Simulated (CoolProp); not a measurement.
Vapour-liquid equilibrium of fluoroethane (R161) (1) + R227EA (2) at 1.84 bar; x and y are mole fractions of (1).

Values from CoolProp's multi-fluid Helmholtz-energy mixture model, Wu 2012 and Lemmon 2016; pair parameters Bell 2016.

### Question
Give the bubble temperature and the first vapour's composition at x = 0.05, 0.5, 0.8. Is there an azeotrope?

### Answer
x = 0.05: -1.8 °C, y = 0.059; x = 0.5: -11.5 °C, y = 0.709; x = 0.8: -19.5 °C, y = 0.928. No azeotrope shows between x = 0.05 and 0.95.

Pair parameters are fitted to limited data, so mixtures are less certain than the pure fluids.
